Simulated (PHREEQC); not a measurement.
Consider water at 60 °C with 2.5 mmol/kgw KOH. Closed to the air; pH follows from the charge balance.

The numbers come from PHREEQC with the ion-association model, wateq4f.dat.

Precipitation was switched off in this run.

What pH does the model give?

pH 10.40.

Species that the database lacks are ignored. Constants without temperature data keep their 25 °C values here.
